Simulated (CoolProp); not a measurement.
Vapour-liquid equilibrium of isobutene (1) + acetone (2) at 91.05 °C; x and y are mole fractions of (1).

Computed with CoolProp (multi-fluid Helmholtz-energy mixture model, Lemmon 2005 and Lemmon 2006; pair parameters Bell 2016).

```
x      bubble pressure (MPa)  y at the bubble point  dew pressure at overall composition x (MPa)  liquid density (mol/L)
-----  ---------------------  ---------------------  -------------------------------------------  ----------------------
0.05                  0.4109                  0.295                                       0.3091                   11.96
0.125                 0.5720                  0.510                                       0.3348                   11.67
0.2                   0.7136                  0.622                                       0.3648                   11.38
0.275                 0.8353                  0.690                                       0.4004                   11.10
0.35                  0.9392                  0.737                                       0.4432                   10.82
0.425                  1.028                  0.772                                       0.4959                   10.54
0.5                    1.106                  0.800                                       0.5621                   10.27
0.575                  1.175                  0.825                                       0.6473                   10.00
0.65                   1.241                  0.849                                       0.7598                   9.744
0.725                  1.304                  0.874                                       0.9108                   9.495
0.8                    1.367                  0.901                                        1.105                   9.260
0.875                  1.431                  0.933                                        1.306                   9.042
0.95                   1.495                  0.970                                        1.462                   8.844
```

No azeotrope shows between x = 0.05 and 0.95.

Pair parameters are fitted to limited data, so mixtures are less certain than the pure fluids.
